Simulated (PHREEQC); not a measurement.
Dissolve 0.28 mmol/kgw H2S and 22 mmol/kgw FeCl2 at 45 °C. Closed to the air; pH follows from the charge balance.

The numbers come from PHREEQC with the ion-association model, phreeqc.dat.

Each row changes one thing in this solution. Precipitation was switched off in this run.

```tsv
case	pH	ionic strength (mol/kgw)
as made	4.50	0.0649
FeCl2 from 0.022 to 0.044 mol/kgw	4.44	0.128
temperature from 45 to 70 °C	4.41	0.0649
diluted 2-fold with water	4.77	0.0326
FeCl2 from 0.022 to 0.033 mol/kgw	4.47	0.0968
FeCl2 left out	5.15	7.17e-6
diluted 100-fold with water	6.05	0.000660
H2S left out	5.45	0.0649
```

Complexes and solids missing from the database can't appear. Away from 25 °C the constants follow the database's enthalpies or fits; those with neither stay at their 25 °C values.
